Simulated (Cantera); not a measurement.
Standard-state values (1 bar) from the NASA 1993 polynomials, evaluated with Cantera. Values are per mole of reaction as written; species without (g) are pure solids or liquids, kept so even where they would boil at 1 bar. TaC: taken at fixed stoichiometry.

6 TaC + 5 O3(g) → 3 Ta2O5 + 6 C, with ΔH° = -5982.3 kJ and ΔS° = -985.1 J/K at 300 K.

**Question.** How far is the shortcut ΔG° ≈ ΔH°(300 K) − T·ΔS°(300 K) from the full temperature-dependent value at 2073, 2173, 2273, 2373, 2473 K?

**Answer.** 
| T (K) | shortcut (kJ) | full (kJ) | difference (kJ) | difference in log10 K | condensed phases |
|---|---|---|---|---|---|
| 2073 | -3940.1 | -4089.9 | 149.8 | -3.77 | TaC(s), Ta2O5(l), C(graphite) |
| 2173 | -3841.6 | -4023.1 | 181.5 | -4.36 | TaC(s), Ta2O5(l), C(graphite) |
| 2273 | -3743.1 | -3957.0 | 213.9 | -4.91 | TaC(s), Ta2O5(l), C(graphite) |
| 2373 | -3644.6 | -3891.5 | 246.9 | -5.43 | TaC(s), Ta2O5(l), C(graphite) |
| 2473 | -3546.1 | -3826.5 | 280.4 | -5.92 | TaC(s), Ta2O5(l), C(graphite) |
The shortcut ignores heat capacities and the phase changes listed.
